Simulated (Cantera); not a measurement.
Input (Python, Cantera) and output of one run.

```python
import numpy as np
import cantera as ct

gas_names = """
    B BH BH2 BH3 BN BO BO2 B2 B2O B2O2 B2O3 B3O3H3 H HBO HBO2 HNO HNO2 HNO3 HO2 H2 H2O H2O2 H3B3O6 N NH
    NH2 NH3 NH2OH NO NO2 NO3 N2 N2H2 N2H4 N2O O OH O2 O3
""".split()
cond_names = """
    B(b) B(L) BN(s) B2O3(L) B3O3H3(cr) H2O(s) H2O(L)
""".split()


# ... load() reads the species with a 1 bar reference pressure and builds the phases ...
atoms = {
    'B2O3': {'B': 2, 'O': 3},
    'NH3': {'N': 1, 'H': 3},
    'N2': {'N': 2},
}
top_T = {'BN(s)': 3200}  # K; cautious upper limits of use, not melting points


# ... equilibrate(T, P, feed) seeds the gas with the atoms and calls Mixture.equilibrate('TP', solver="gibbs", rtol=1e-10, max_steps=50000) ...
results = []
feed = {'B2O3': 1, 'NH3': 0.19, 'N2': 2.3}  # mol
T = 1175  # K
P = 290  # Pa
mix = equilibrate(T, P, feed)
results.append((T, P, feed, dict(zip(mix.species_names, mix.species_moles))))
print(gas.report(threshold=0.001))
for i in range(1, mix.n_phases):
    print(f"{mix.phase(i).name:16s} {mix.phase_moles(i):12.5e} mol")
```

Output:

```
       temperature   1175 K
          pressure   290 Pa
           density   0.00074968 kg/m^3
  mean mol. weight   25.255 kg/kmol
   phase of matter   gas

                          1 kg             1 kmol
                     ---------------   ---------------
          enthalpy        1.0703e+06        2.7032e+07  J
   internal energy        6.8351e+05        1.7262e+07  J
           entropy             11021        2.7832e+05  J/K
    Gibbs function       -1.1879e+07            -3e+08  J
 heat capacity c_p            1317.1             33263  J/K
 heat capacity c_v            987.88             24949  J/K

                      mass frac. Y      mole frac. X     chem. pot. / RT
                     ---------------   ---------------   ---------------
                H2         0.0084733           0.10615           -26.007
                N2           0.99121           0.89359           -31.251
     [  +37 minor]        0.00031554        0.00026069

B(b)              0.00000e+00 mol
BN(s)             3.41076e-04 mol
B2O3(L)           9.99655e-01 mol
B3O3H3(cr)        0.00000e+00 mol
```

Cantera equilibrium calculation (NASA polynomials, part measured and part estimated; ideal gas, pure solids and liquids). Mutual solubility and eutectic melting of coexisting phases are not modelled.
